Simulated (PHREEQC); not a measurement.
Synthetic water in mg/L, 25 °C, pH 6.35, pe 12.1:

```json
[
 {"constituent": "Na", "mg/L": "0.161"},
 {"constituent": "K", "mg/L": "0.0178"},
 {"constituent": "Ca", "mg/L": "0.51"},
 {"constituent": "Mg", "mg/L": "0.126"},
 {"constituent": "Cl", "mg/L": "0.41"},
 {"constituent": "S(6) as SO4", "mg/L": "0.493"},
 {"constituent": "Alkalinity as HCO3", "mg/L": "1.33"},
 {"constituent": "B", "mg/L": "0.000457"},
 {"constituent": "Cd", "mg/L": "0.000546"},
 {"constituent": "Li", "mg/L": "0.00437"},
 {"constituent": "Ni", "mg/L": "0.00968"},
 {"constituent": "F", "mg/L": "0.000592"},
 {"constituent": "Si as SiO2", "mg/L": "0.00719"}
]
```

Cl is adjusted to close the charge balance.
Valence states are taken as typed.

Computed with PHREEQC (ion-association model, wateq4f.dat).

```csv
quantity,before,after
HCO3- (mol/kgw),2.22e-5,2.18e-5
CO2 (mol/kgw),2.21e-5,6.87e-6
CaSO4 (mol/kgw),1.20e-8,1.20e-8
MgSO4 (mol/kgw),5.75e-9,5.75e-9
CaHCO3+ (mol/kgw),3.46e-9,3.41e-9
NiCO3 (mol/kgw),2.66e-9,8.00e-9
SI of Quartz (SiO2),-2.94,-2.94
```

### Question
Name the change that produced these shifts.
(A) all concentrations times 3 at the same typed pH
(B) K from 0.0178 to 0.0356 mg/L
(C) pH from 6.35 to 6.85 at the same alkalinity

### Answer
C, pH from 6.35 to 6.85 at the same alkalinity

This is a speciation only: nothing precipitates in the calculation. SiF6-2 is the database's only silicon fluoride. Real BF4- forms and hydrolyses slowly; the run takes it at equilibrium.
